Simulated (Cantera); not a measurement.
An isothermal, constant-pressure homogeneous reactor starts with H2 : O2 = 0.15 : 1 (molar parts), equivalence ratio 0.075, at 1425 K and 0.00711 atm.

Detailed kinetics in Cantera: the H2/O2 subset of GRI-Mech 3.0, which has no nitrogen chemistry. Radical loss at walls, strong at low pressure, is not modelled. The temperature is held fixed by assumption; the heat of reaction is taken as removed at once.

x: mole fraction; the columns are a selection and need not sum to one.

| t (s) | x H2 | x O2 | x H2O2 | x HO2 | x H2O | x H |
|---|---|---|---|---|---|---|
| 4.00e-6 | 0.130 | 0.870 | <1e-12 | 8.05e-9 | 1.59e-11 | 7.66e-9 |
| 2.22e-5 | 0.130 | 0.870 | 1.51e-11 | 4.47e-8 | 2.28e-9 | 3.66e-8 |
| 0.000123 | 0.130 | 0.870 | 4.54e-10 | 2.47e-7 | 2.60e-7 | 2.65e-7 |
| 0.000684 | 0.129 | 0.869 | ? | ? | ? | ? |
| 0.00380 | 0.00474 | 0.775 | 6.82e-8 | 2.10e-6 | 0.105 | 0.0281 |
| 0.0211 | 0.00422 | 0.787 | 6.90e-8 | 2.10e-6 | 0.110 | 0.0228 |
| 0.117 | 0.00214 | 0.826 | 6.29e-8 | 1.89e-6 | 0.126 | 0.00740 |
| 0.649 | 0.000201 | 0.857 | 2.41e-8 | 5.88e-7 | 0.137 | 0.000198 |
| 3.60 | 1.04e-5 | 0.860 | 4.49e-9 | 8.85e-8 | 0.139 | 2.29e-6 |
| 20.0 | ? | 0.860 | ? | ? | 0.139 | ? |

Task: Complete the blanks.

Result: 
- 0.000684, x H2O2: 1.13e-8
- 0.000684, x HO2: 1.32e-6
- 0.000684, x H2O: 0.000793
- 0.000684, x H: 0.000377
- 20.0, x H2: 1.39e-6
- 20.0, x H2O2: 1.51e-9
- 20.0, x HO2: 1.03e-7
- 20.0, x H: 1.13e-7
